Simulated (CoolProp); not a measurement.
Vapour-liquid equilibrium of propylene (1) + R152A (2) at 223.4 K; x and y are mole fractions of (1).

Values from CoolProp's multi-fluid Helmholtz-energy mixture model, Lemmon 2013 and Outcalt 1996; pair parameters Bell 2016.

```json
[
 {"x": "0.05", "bubble pressure (bar)": "0.3876", "y at the bubble point": "0.312", "dew pressure at overall composition x (bar)": "0.2914", "liquid density (mol/L)": "15.98"},
 {"x": "0.15", "bubble pressure (bar)": "0.5573", "y at the bubble point": "0.561", "dew pressure at overall composition x (bar)": "0.3220", "liquid density (mol/L)": "15.76"},
 {"x": "0.25", "bubble pressure (bar)": "0.6737", "y at the bubble point": "0.665", "dew pressure at overall composition x (bar)": "0.3596", "liquid density (mol/L)": "15.54"},
 {"x": "0.35", "bubble pressure (bar)": "0.7515", "y at the bubble point": "0.721", "dew pressure at overall composition x (bar)": "0.4067", "liquid density (mol/L)": "15.35"},
 {"x": "0.45", "bubble pressure (bar)": "0.8039", "y at the bubble point": "0.758", "dew pressure at overall composition x (bar)": "0.4673", "liquid density (mol/L)": "15.17"},
 {"x": "0.55", "bubble pressure (bar)": "0.8409", "y at the bubble point": "0.786", "dew pressure at overall composition x (bar)": "0.5474", "liquid density (mol/L)": "15.01"},
 {"x": "0.65", "bubble pressure (bar)": "0.8695", "y at the bubble point": "0.812", "dew pressure at overall composition x (bar)": "0.6553", "liquid density (mol/L)": "14.87"},
 {"x": "0.75", "bubble pressure (bar)": "0.8935", "y at the bubble point": "0.842", "dew pressure at overall composition x (bar)": "0.7930", "liquid density (mol/L)": "14.75"},
 {"x": "0.85", "bubble pressure (bar)": "0.9130", "y at the bubble point": "0.884", "dew pressure at overall composition x (bar)": "0.8983", "liquid density (mol/L)": "14.66"},
 {"x": "0.95", "bubble pressure (bar)": "0.9222", "y at the bubble point": "0.950", "dew pressure at overall composition x (bar)": "0.9222", "liquid density (mol/L)": "14.59"}
]
```

No azeotrope shows between x = 0.05 and 0.95.

The pair parameters rest on a limited set of measurements; away from them the model extrapolates. With so large a gap from Raoult's law the liquid may split in two, which this calculation doesn't test in full.
